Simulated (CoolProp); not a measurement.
Saturation properties of methane (Tc = 190.6 K, pc = 4.599 MPa, ω = 0.011).

Computed with CoolProp (reference Helmholtz-energy equation of state, Setzmann 1991).

```tsv
T (K)	p (MPa)	liquid density (kg/m³)	vapour density (kg/m³)	surface tension (mN/m)	vapour viscosity (µPa s)	liquid conductivity (mW/(m K))
128	…	397.3	5.335	9.78	4.91	161
133.1	0.4405	388.9	7.096	8.83	5.12	153
138.1	…	380.2	9.225	7.91	5.33	146
143.2	0.7539	371.0	11.88	6.98	…	139
148.3	0.9622	361.3	15.10	6.08	5.80	132
153.3	1.204	351.1	18.94	5.22	…	125
158.4	1.492	340.0	23.69	4.36	6.37	117
163.5	1.827	327.9	29.49	3.53	6.73	110
```

**Question.** Complete the blanks.

**Answer.** 
- 128, p (MPa): 0.3251
- 138.1, p (MPa): 0.5804
- 143.2, vapour viscosity (µPa s): 5.56
- 153.3, vapour viscosity (µPa s): 6.07

It boils at 111.7 K under 1 atm.

Viscosity comes from a separate model (Quiñones-Cisneros 2006). Thermal conductivity comes from a separate model (Friend 1989). Surface tension comes from a separate correlation (Mulero 2012).
